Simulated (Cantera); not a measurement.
Input: 1 mol C2H4, 0.039 mol CO2, 0.27 mol N2, 6.7 mol H2, held at 725 K and 203 Torr.

Equilibrium computed with Cantera from the NASA thermochemical tables; the gas is ideal and each condensed phase is pure. Candidate condensed phases: C, C6H6, C7H8, C8H18, H2O; 136 gas species. Kinetics and transport are ignored.

What is the equilibrium state?


```json
{
  "x(H2)": "0.656",
  "x(CH4)": "0.294",
  "x(N2)": "0.0389",
  "x(H2O)": "0.0111",
  "x(NH3)": "0.000194",
  "x(CO)": "0.000160",
  "x(CO2)": "2.03e-5",
  "gas_amount": "6.932 mol",
  "log10 activity of C(graphite) (absent)": "-0.31"
}
```
